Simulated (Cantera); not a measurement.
Feed: 1 mol trisilylamine, 6.7 mol NH₃, 48 mol N₂, at 0.000240 bar.

Method: chemical equilibrium by Gibbs-energy minimisation in Cantera with the NASA 1993 tables (ideal gas, pure condensed phases). Candidate condensed phases: Si, Si₃N₄; 18 gas species. The feed counts by its element totals alone. Mutual solubility and eutectic melting of coexisting phases are not modelled. The tables' values for SiN are old estimates; treat these amounts as uncertain. Equilibrium is a limit: real reactors are often held back by kinetics, nucleation or transport.

x: gas mole fraction; n: condensed amount in mol.

```
T (K)   x N₂   x H₂      x Si       x H     x Si₂    x Si₂N     x SiH  n Si₃N₄(s)  n Si(s)  n Si(l)
-----  -----  -----  --------  --------  --------  --------  --------  ----------  -------  -------
773    0.774  0.226    <1e-12  2.78e-11    <1e-12    <1e-12    <1e-12        1.00        0        0
873    0.774  0.226    <1e-12   1.44e-9    <1e-12    <1e-12    <1e-12        1.00        0        0
973    0.774  0.226    <1e-12   3.32e-8    <1e-12    <1e-12    <1e-12        1.00        0        0
1073   0.774  0.226    <1e-12   4.30e-7    <1e-12    <1e-12    <1e-12        1.00        0        0
1173   0.774  0.226       [?]       [?]    <1e-12    <1e-12    <1e-12        1.00        0        0
1273   0.774  0.226  8.93e-10   2.19e-5    <1e-12    <1e-12  6.35e-11        1.00        0        0
1373   0.774  0.226       [?]       [?]       [?]       [?]       [?]       1.000        0        0
1473   0.774  0.226   6.40e-6  0.000388   1.89e-9   5.13e-8   1.69e-7       1.000        0        0
1573   0.776  0.223  0.000229   0.00124   4.81e-7   4.87e-6   4.03e-6       0.624     1.11        0
1673   0.778  0.217   0.00174   0.00342   6.70e-6   2.84e-5   2.12e-5           0     2.88        0
1773   0.770  0.212   0.00888   0.00845   4.94e-5   9.61e-5   7.81e-5           0        0     2.37
1873   0.744  0.199    0.0367    0.0186  0.000274  0.000263  0.000237           0        0    0.323
1973   0.733  0.187    0.0417    0.0377  0.000128   6.55e-5  0.000202           0        0        0
```

Task: Some entries are withheld; supply them.

Result: 
- 1173, x Si: 3.34e-12
- 1173, x H: 3.62e-6
- 1373, x Si: 1.05e-7
- 1373, x H: 0.000102
- 1373, x Si₂: 3.23e-12
- 1373, x Si₂N: 2.73e-10
- 1373, x SiH: 4.39e-9
